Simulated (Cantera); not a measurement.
Input (Python, Cantera) and output of one run.

```python
import numpy as np
import cantera as ct

gas_names = [...]  # 114 gases of nasa_gas.yaml made of C, Fe, H, O
cond_names = """
    C(gr) C6H6(L) C7H8(L) C8H18(L),n-octa Fe(a) Fe(c) Fe(d) Fe(L) FeC5O5(L) FeO(s) FeO(L) Fe(OH)2(s)
    Fe(OH)3(s) Fe2O3(s) Fe3O4(s) H2O(s) H2O(L)
""".split()


# ... load() reads the species with a 1 bar reference pressure and builds the phases ...
atoms = {
    'Fe3O4': {'Fe': 3, 'O': 4},
    'CH4': {'C': 1, 'H': 4},
    'CO': {'C': 1, 'O': 1},
    'C': {'C': 1},
}
top_T = {'C(gr)': 4500, 'Fe2O3(s)': 1830, 'Fe3O4(s)': 1870}  # K; cautious upper limits of use, not melting points


# ... equilibrate(T, P, feed) seeds the gas with the atoms and calls Mixture.equilibrate('TP', solver="vcs", rtol=1e-11, max_steps=5000) ...
results = []
T = 1150  # K
P = 13332.2  # Pa
for m in [0.68, 0.81, 0.97, 1.2, 1.4, 1.6, 1.9, 2.3, 2.8, 3.3, 3.9, 4.6]:
    feed = {'Fe3O4': 1, 'CH4': m, 'CO': 1.7, 'C': 0.69}  # mol
    mix = equilibrate(T, P, feed)
    results.append((T, P, feed, dict(zip(mix.species_names, mix.species_moles))))

top = {s: max(r[3][s] / sum(r[3][g] for g in gas_names) for r in results) for s in gas_names}
cols = sorted((s for s in top if top[s] > 1e-06), key=lambda s: -top[s])[:6]
seen = [c for c in cond_names if any(r[3].get(c, 0) > 1e-12 for r in results)]
print("log10 of partial pressures in bar; condensed amounts in mol")
print(f"{'n(CH4)':>10s}" + "".join(f"{s[:9]:>10s}" for s in cols + seen))
for T, P, feed, n in results:
    ng = sum(n[g] for g in gas_names)
    print(f"{feed['CH4']:10.4g}" + "".join(f"{np.log10(max(n[s] / ng * P / 1e5, 1e-99)):10.3f}" for s in cols)
          + "".join(f"{n.get(c, 0):10.4g}" for c in seen))
```

It prints:

```
log10 of partial pressures in bar; condensed amounts in mol
    n(CH4)        H2        CO       CO2       H2O       CH4     C(gr)     Fe(a)    FeO(s)
      0.68    -1.485    -1.118    -1.792    -2.085    -6.449         0      1.18      1.82
      0.81    -1.446    -1.136    -1.811    -2.045    -6.389         0     1.385     1.615
      0.97    -1.409    -1.156    -1.831    -2.008    -6.335         0     1.637     1.363
       1.2    -1.370    -1.181    -1.855    -1.969    -6.281         0     1.999     1.001
       1.4    -1.344    -1.199    -1.873    -1.944    -6.248         0     2.315    0.6852
       1.6    -1.324    -1.214    -1.889    -1.923    -6.223         0      2.63    0.3699
       1.9    -1.293    -1.228    -1.940    -1.930    -6.137         0         3         0
       2.3    -1.234    -1.218    -2.170    -2.111    -5.769         0         3         0
       2.8    -1.183    -1.212    -2.557    -2.452    -5.268         0         3         0
       3.3    -1.147    -1.211    -3.826    -3.687    -3.924   0.01168         3         0
       3.9    -1.115    -1.252    -3.907    -3.695    -3.860    0.6089         3         0
       4.6    -1.086    -1.294    -3.993    -3.709    -3.802     1.306         3         0
```

Cantera equilibrium calculation (NASA polynomials, part measured and part estimated; ideal gas, pure solids and liquids). Mutual solubility and eutectic melting of coexisting phases are not modelled. The tables' stoichiometric FeO is somewhat more stable than real wüstite, so its field is too wide. FeO: taken at fixed stoichiometry. Condensed phases not in the tables: cementite and carbon dissolved in iron.
